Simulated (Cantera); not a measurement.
An isothermal, constant-pressure homogeneous reactor starts with 0.775 % CH2O, 1.18 % O2, 98.0 % N2, equivalence ratio 0.66, at 1150 K and 5.00 bar.

Model: GRI-Mech 3.0 (53 species, 325 reactions), integrated in Cantera.

One state of this run: x CH2O = 2.81e-12; x O2 = 0.00497; x CH4 = <1e-12; x OH = 9.43e-7; x CO = 0.00190; x CH2CO = <1e-12. x: mole fraction; the columns are a selection and need not sum to one.

### Question
Which value of t (s) does it belong to?
(A) 0.0195
(B) 8.71
(C) 0.00169
(D) 0.0660

### Answer
D, 0.0660
